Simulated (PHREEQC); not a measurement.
Solution (25 °C): 0.028 mol HF, 0.00024 mol (CH3)4NF and 0.041 mol HCl per kg of water. Closed to the air; pH follows from the charge balance.

Equilibrium calculation in PHREEQC: ion-association model, phreeqc.dat.

Precipitation was switched off in this run.

Estimate the pH, specific conductance, ionic strength.

pH 1.45; specific conductance 15500 µS/cm; ionic strength 0.0417 mol/kgw.

In which forms is F present?

HF 97 %, F- 2.2 % of the F.

(CH3)4N+ isn't in the database: it is added as a free cation with an ion size of 4 Å.
